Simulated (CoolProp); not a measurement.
Saturation properties of chlorine (Tc = 416.9 K, pc = 7642 kPa, ω = 0.070).

Values from CoolProp's reference Helmholtz-energy equation of state, Thol 2021.

| T (K) | p (kPa) | liquid density (kg/m³) | vapour density (kg/m³) | enthalpy of vaporisation (kJ/kg) | liquid cp (kJ/(kg K)) |
|---|---|---|---|---|---|
| 204.8 | 16.64 | 1657 | 0.6979 | 305.5 | 0.9386 |
| 212.6 | 26.57 | 1636 | 1.077 | 301.4 | 0.9378 |
| 220.5 | 41.08 | 1615 | 1.611 | 297.3 | 0.9377 |
| 228.4 | 61.40 | 1593 | 2.336 | 293.0 | 0.9384 |
| 236.3 | 89.03 | 1572 | 3.293 | 288.6 | 0.9399 |
| 244.2 | 125.7 | 1550 | 4.528 | 284.1 | 0.9424 |
| 252 | 172.5 | 1528 | 6.071 | 279.5 | 0.9460 |
| 259.9 | 232.6 | 1506 | 8.013 | 274.6 | 0.9507 |
| 267.8 | 307.7 | 1483 | 10.40 | 269.6 | 0.9567 |
| 275.7 | 399.9 | 1460 | 13.28 | 264.3 | 0.9639 |
| 283.6 | 511.5 | 1437 | 16.74 | 258.8 | 0.9726 |
| 291.4 | 643.0 | 1414 | [?] | 253.1 | 0.9827 |
| 299.3 | 800.2 | [?] | [?] | 247.0 | 0.9946 |
| 307.2 | 984.0 | 1364 | 31.24 | 240.6 | 1.008 |

Q: Fill in the missing entries.

A: 
- 291.4, vapour density (kg/m³): 20.78
- 299.3, liquid density (kg/m³): 1389
- 299.3, vapour density (kg/m³): 25.60

It boils at 239.2 K under 1 atm.
